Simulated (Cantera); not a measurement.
Charge: 1 mol C2H5OH, 0.5 mol H2, 2.9 mol N2, at 1.00 bar.

These are equilibrium values from Cantera (NASA tables, ideal gas, pure condensed phases), not measurements of a reactor. Candidate condensed phases: C, C6H6, C7H8, C8H18, H2O; 136 gas species. Kinetics and transport are ignored.

x: gas mole fraction; n: condensed amount in mol.

```
T (°C)   x H2   x N2   x CO       x H     x HCN     x CH4  x C2H2 (acetylene)     x H2O  n C(graphite)
------  -----  -----  -----  --------  --------  --------  ------------------  --------  -------------
752     0.446  0.405  0.117   2.91e-9   3.26e-6    0.0146            9.83e-10    0.0138           1.03
952     0.468  0.394  0.134   2.13e-7   4.20e-5   0.00288             7.60e-8   0.00123          0.989
1152    0.471  0.392  0.135   4.68e-6  0.000260  0.000837             1.66e-6  0.000193          0.993
1352    0.472  0.392  0.135   4.85e-5   0.00102  0.000327             1.68e-5   4.77e-5          0.990
1552    0.471  0.390  0.135  0.000302   0.00297  0.000157            0.000101   1.61e-5          0.975
1752    0.468  0.388  0.135   0.00132   0.00692   8.70e-5            0.000423   6.71e-6          0.939
1952    0.461  0.384  0.135   0.00440    0.0137   5.29e-5             0.00135   3.27e-6              …
2152    0.447  0.376  0.134    0.0120    0.0239   3.40e-5             0.00349   1.77e-6              …
2352    0.424  0.365  0.133    0.0276    0.0375   2.22e-5             0.00756   1.02e-6              …
2552    0.386  0.349  0.131    0.0555    0.0533   1.42e-5              0.0140   6.09e-7              …
```

Task: What belongs in the gaps?

Result: 
- 1952, n C(graphite): 0.869
- 2152, n C(graphite): 0.749
- 2352, n C(graphite): 0.562
- 2552, n C(graphite): 0.294
